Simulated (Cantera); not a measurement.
What does this Cantera script print?

```python
import numpy as np
import cantera as ct

gas = ct.Solution("gri30.yaml")
gas.TPX = 1425, 5400, {'C2H6': 1, 'N2': 2}
inlet = ct.Reservoir(gas, clone=True)

reactor = ct.IdealGasConstPressureReactor(gas, energy="off", clone=False)
exhaust = ct.Reservoir(gas, clone=True)
tau = [4.7, 1.7, 0.64, 0.24, 0.087, 0.032, 0.012, 0.0043, 0.0016, 0.00059][0]
for a, b in ((inlet, reactor), (reactor, exhaust)):
    ct.MassFlowController(a, b, mdot=lambda t: reactor.mass / tau)
net = ct.ReactorNet([reactor])
show = ['C2H6', 'CH2', 'CH3', 'C2H', 'C2H4']

rows = []
print(f"{'tau/s':>10s}{'T/K':>9s}" + "".join(f"{s:>11s}" for s in show))
for tau in [4.7, 1.7, 0.64, 0.24, 0.087, 0.032, 0.012, 0.0043, 0.0016, 0.00059]:
    net.initial_time = 0.0
    net.advance(30 * tau)
    before = gas.X
    net.advance(40 * tau)
    drift = np.max(np.abs(gas.X - before) / (gas.X + 1e-9))
    rows.append([gas.T, *gas[show].X, drift])
    print(f"{tau:10.3e}{gas.T:9.1f}" + "".join(f"{x:11.3e}" for x in gas[show].X))
```

Output:

```
     tau/s      T/K       C2H6        CH2        CH3        C2H       C2H4
 4.700e+00   1425.0  2.412e-04  1.625e-08  1.510e-04  3.205e-08  4.244e-03
 1.700e+00   1425.0  5.460e-04  3.080e-08  2.291e-04  4.006e-08  6.596e-03
 6.400e-01   1425.0  1.220e-03  5.601e-08  3.434e-04  4.834e-08  1.138e-02
 2.400e-01   1425.0  2.787e-03  1.007e-07  5.164e-04  5.636e-08  2.101e-02
 8.700e-02   1425.0  6.703e-03  1.837e-07  7.927e-04  6.218e-08  3.943e-02
 3.200e-02   1425.0  1.629e-02  3.333e-07  1.228e-03  6.136e-08  6.760e-02
 1.200e-02   1425.0  3.914e-02  5.866e-07  1.899e-03  5.009e-08  9.774e-02
 4.300e-03   1425.0  9.198e-02  9.577e-07  2.862e-03  2.997e-08  1.099e-01
 1.600e-03   1425.0  1.746e-01  1.263e-06  3.707e-03  1.341e-08  8.567e-02
 5.900e-04   1425.0  2.573e-01  1.269e-06  3.870e-03  4.414e-09  4.379e-02
```

Computed with Cantera and GRI-Mech 3.0 (53 species, 325 reactions). GRI-Mech 3.0 stops at C3 and has no aromatics, soot or wall deposition, so with more carbon than oxygen in the feed, carbon stays in small species such as C2H2 where larger ones or solid carbon would form.
